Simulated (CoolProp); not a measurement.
Vapour pressure (MPa) of water: the reference equation beside estimates from Tc = 373.9 °C, pc = 22.06 MPa, ω = 0.344. Clausius-Clapeyron is anchored at 279.55 °C with a constant enthalpy of vaporisation of 27.85 kJ/mol.

Model: reference Helmholtz-energy equation of state, Wagner 2002, in CoolProp.

```tsv
T (°C)	reference	Lee-Kesler	Clausius-Clapeyron	Redlich-Kwong	Peng-Robinson
205.35	1.737	1.759	2.490	3.014	1.745
215.95	2.145	2.180	2.898	3.572	2.161
226.55	2.625	2.672	3.351	4.197	2.649
237.15	3.182	3.244	3.852	4.895	3.217
247.75	3.827	3.903	4.402	5.670	3.874
258.35	4.568	4.657	5.005	6.526	4.628
268.95	5.413	5.515	5.661	7.465	5.489
279.55	6.373	6.485	6.373	8.493	6.467
290.15	7.458	7.577	7.143	9.611	7.570
300.75	8.679	8.803	7.972	10.83	8.811
311.35	10.05	10.17	8.862	12.14	10.20
321.95	11.58	11.70	9.815	13.55	11.75
332.55	13.29	13.40	10.83	15.07	13.46
343.15	15.19	15.29	11.91	16.70	15.37
353.75	17.30	17.39	13.06	18.43	17.47
```

Absolute difference from the reference over all 15 rows, mean and median: Lee-Kesler 1.4 and 1.6 %, Clausius-Clapeyron 17.4 and 15.2 %, Redlich-Kwong 35.8 and 33.3 %, Peng-Robinson 1.2 and 1.3 %.
